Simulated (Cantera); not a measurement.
Input: 1 mol Si3N4, 1.6 mol O2, 1.5 mol N2, equilibrated at 1327 °C.

Equilibrium computed with Cantera from the NASA thermochemical tables; the gas is ideal and each condensed phase is pure. Candidate condensed phases: Si, SiO2, Si2N2O, Si3N4; 16 gas species. Mutual solubility and eutectic melting of coexisting phases are not modelled. The tables hold silica as quartz up to 1696 K and as liquid above; real silica turns to tridymite and cristobalite and melts near 1996 K. The numbers say what is thermodynamically allowed, not how fast it happens.

Question: Which condensed phases are stable at each of these points (P (Pa)): 0.100, 1.50, 22, 320, 4600, 68000, 1000000?

Answer: 
```
P (Pa)             condensed phases  Si condensed (%)
-------  --------------------------  ----------------
0.100                SiO2(β-quartz)               6.7
1.50                 SiO2(β-quartz)               6.7
22                   SiO2(β-quartz)               6.7
320      SiO2(β-quartz) + Si2N2O(s)              94.5
4600     SiO2(β-quartz) + Si2N2O(s)              99.9
68000    SiO2(β-quartz) + Si2N2O(s)             100.0
1000000  SiO2(β-quartz) + Si2N2O(s)             100.0
```

From 0.100 Pa to 22.0 Pa the condensed part is SiO2(β-quartz). From 320 Pa to 1000000 Pa the condensed part is SiO2(β-quartz) + Si2N2O(s).
